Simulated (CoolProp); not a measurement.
Saturation properties of CF4 (R14).

Model: reference Helmholtz-energy equation of state, Platzer 1990, in CoolProp. This equation is an older, rougher fit; its heat capacities, sound speeds and derivatives of the liquid may be far off and weren't checked against measurements.

```tsv
T (K)	p (MPa)	surface tension (mN/m)	liquid viscosity (µPa s)
154.8	0.1911	10.3	197
160.5	0.2667	…	179
166.1	0.3612	8.34	164
171.8	0.4812	7.39	151
177.4	…	6.48	138
183.1	0.8038	5.58	127
188.7	1.013	4.72	…
194.4	1.264	…	107
200	…	3.08	…
205.7	1.894	2.31	88.6
211.3	2.281	1.60	79.5
```

Q: Fill in the missing entries.

A: 
- 160.5, surface tension (mN/m): 9.29
- 177.4, p (MPa): 0.6258
- 188.7, liquid viscosity (µPa s): 117
- 194.4, surface tension (mN/m): 3.88
- 200, p (MPa): 1.552
- 200, liquid viscosity (µPa s): 97.8

It boils at 145.1 K under 1 atm.

Viscosity comes from a separate model (Huber 2003), an estimate that may be off by 10 % or more. Surface tension comes from a separate correlation (Mulero 2012).
